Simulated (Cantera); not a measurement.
## Transport properties of process gases

Gas mixture: 44.8 % C2H2, 55.2 % H2O, at 0.00810 bar, frozen composition.

Cantera's kinetic-theory transport with the Lennard-Jones parameters of GRI-Mech 3.0, ideal gas; thermal conductivity in the multicomponent form. Polar gases are described roughly by these parameters. The composition is frozen, though it would react at the higher temperatures.

```json
[
 {"T (K)": "400", "ρ (kg/m³)": "0.00526", "cp (J/kg/K)": "1918", "μ (µPa s)": "13.8", "λ (mW/m/K)": "37.8", "Pr": "0.701", "D (cm²/s) NO": "41.2", "D (cm²/s) N2": "41.8", "D (cm²/s) CO2": "30.9"},
 {"T (K)": "600", "ρ (kg/m³)": "0.00351", "cp (J/kg/K)": "2132", "μ (µPa s)": "20.2", "λ (mW/m/K)": "61.2", "Pr": "0.703", "D (cm²/s) NO": "85.5", "D (cm²/s) N2": "86.8", "D (cm²/s) CO2": "66.5"},
 {"T (K)": "800", "ρ (kg/m³)": "0.00263", "cp (J/kg/K)": "2304", "μ (µPa s)": "26.1", "λ (mW/m/K)": "84.9", "Pr": "0.707", "D (cm²/s) NO": "141", "D (cm²/s) N2": "143", "D (cm²/s) CO2": "112"},
 {"T (K)": "1000", "ρ (kg/m³)": "0.00210", "cp (J/kg/K)": "2463", "μ (µPa s)": "31.5", "λ (mW/m/K)": "109", "Pr": "0.712", "D (cm²/s) NO": "207", "D (cm²/s) N2": "210", "D (cm²/s) CO2": "167"},
 {"T (K)": "1200", "ρ (kg/m³)": "0.00175", "cp (J/kg/K)": "2606", "μ (µPa s)": "36.6", "λ (mW/m/K)": "133", "Pr": "0.716", "D (cm²/s) NO": "283", "D (cm²/s) N2": "287", "D (cm²/s) CO2": "229"},
 {"T (K)": "1400", "ρ (kg/m³)": "0.00150", "cp (J/kg/K)": "2729", "μ (µPa s)": "41.4", "λ (mW/m/K)": "157", "Pr": "0.719", "D (cm²/s) NO": "367", "D (cm²/s) N2": "372", "D (cm²/s) CO2": "299"},
 {"T (K)": "1600", "ρ (kg/m³)": "0.00132", "cp (J/kg/K)": "2835", "μ (µPa s)": "45.9", "λ (mW/m/K)": "180", "Pr": "0.722", "D (cm²/s) NO": "459", "D (cm²/s) N2": "466", "D (cm²/s) CO2": "376"}
]
```
D: mixture-averaged diffusion coefficient of that species in the mixture.
